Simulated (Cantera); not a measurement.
Feed: 1 mol SiHCl₃, 3 mol N₂, held at 948 K and 80000 Pa.

Method: chemical equilibrium by Gibbs-energy minimisation in Cantera with the NASA 1993 tables (ideal gas, pure condensed phases). Candidate condensed phases: NH₄Cl, Si, Si₃N₄; 28 gas species. N₂ is the only nitrogen source here; it is nearly inert below about 1500 K, so the nitride shown seldom forms there in practice. Equilibrium is a limit: real reactors are often held back by kinetics, nucleation or transport.

Base state: N₂ 0.659, HCl 0.155, SiCl₄ 0.142, H₂ 0.0432, SiHCl₃ 0.000179 (mole fractions); condensed: Si₃N₄(s).

Q: What changes in the equilibrium state with this change: N₂ from 3 to 41 mol?

A: 
```json
[
 {"species": "N₂", "before": "0.659", "after": "0.965"},
 {"species": "HCl", "before": "0.155", "after": "0.0197"},
 {"species": "SiCl₄", "before": "0.142", "after": "0.0129"},
 {"species": "H₂", "before": "0.0432", "after": "0.00203"},
 {"species": "SiHCl₃", "before": "0.000179", "after": "6.00e-6"},
 {"species": "Si₃N₄(s), mol", "before": "0.137", "after": "0.152"}
]
```
